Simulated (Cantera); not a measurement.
**Thermodynamics of chlorosilane synthesis and conversion, feed Si + HCl + H2**

Charge: 1 mol Si, 4 mol HCl, 5.8 mol H2, equilibrated at 2.50 bar.

Cantera equilibrium calculation (NASA polynomials, part measured and part estimated; ideal gas, pure solids and liquids). Candidate condensed phases: Si; 19 gas species. The tables' values for SiCl3 are old estimates; treat these amounts as uncertain. Kinetics and transport are ignored.

| T (°C) | log p H2 | log p HCl | log p SiCl4 | log p SiCl2 | log p SiHCl3 | log p SiCl3 | log p SiH2Cl2 | log p H |
|---|---|---|---|---|---|---|---|---|
| 350 | 0.34 | -2.27 | -0.55 | <-11 | -2.27 | -7.60 | -5.26 | <-11 |
| 450 | 0.34 | -1.87 | -0.57 | -8.94 | -1.88 | -5.95 | -4.34 | <-11 |
| 550 | 0.34 | -1.58 | -0.59 | -6.90 | -1.59 | -4.72 | -3.66 | -10.96 |
| 650 | 0.34 | -1.36 | -0.62 | -5.31 | -1.37 | -3.77 | -3.14 | -9.44 |
| 750 | 0.33 | -1.18 | -0.66 | -4.05 | -1.22 | -3.02 | -2.73 | -8.22 |
| 850 | 0.33 | -1.04 | -0.71 | -3.04 | -1.11 | -2.42 | -2.42 | -7.21 |
| 950 | 0.32 | -0.91 | -0.77 | -2.24 | -1.05 | -1.96 | -2.21 | -6.36 |
| 1050 | 0.31 | -0.77 | -0.85 | -1.66 | -1.06 | -1.62 | -2.12 | -5.64 |
| 1150 | 0.30 | -0.63 | -0.98 | -1.26 | -1.16 | -1.42 | -2.15 | -5.03 |
| 1250 | 0.28 | -0.51 | -1.17 | -1.00 | -1.32 | -1.32 | -2.27 | -4.49 |
| 1350 | 0.27 | -0.42 | -1.42 | -0.84 | -1.54 | -1.31 | -2.43 | -4.03 |
| 1450 | 0.26 | -0.37 | -1.74 | -0.74 | -1.80 | -1.38 | -2.62 | -3.61 |
log p: log10 of the partial pressure in bar; nothing condenses.

From 350 °C to 1450 °C nothing is condensed. The main Si-bearing gas is SiCl4 at 350 °C and SiCl2 at 1450 °C.
